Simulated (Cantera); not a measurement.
Input: 1 mol Si, 3.4 mol HCl, 18 mol H2, held at 150000 Pa.

Equilibrium computed with Cantera from the NASA thermochemical tables; the gas is ideal and each condensed phase is pure. Candidate condensed phases: Si; 19 gas species. Kinetics and transport are ignored.

Question: What share of the Si ends up in condensed phases as a function of T (K), at 550, 650, 750, 850, 950, 1050, 1150, 1250, 1350, 1450, 1550, 1650?

Answer: 
| T (K) | Si condensed (%) | as |
|---|---|---|
| 550 | 1.0 | Si(s) |
| 650 | 1.2 | Si(s) |
| 750 | 1.6 | Si(s) |
| 850 | 2.4 | Si(s) |
| 950 | 4.3 | Si(s) |
| 1050 | 7.7 | Si(s) |
| 1150 | 12.8 | Si(s) |
| 1250 | 18.9 | Si(s) |
| 1350 | 24.1 | Si(s) |
| 1450 | 26.8 | Si(s) |
| 1550 | 27.1 | Si(s) |
| 1650 | 26.3 | Si(s) |
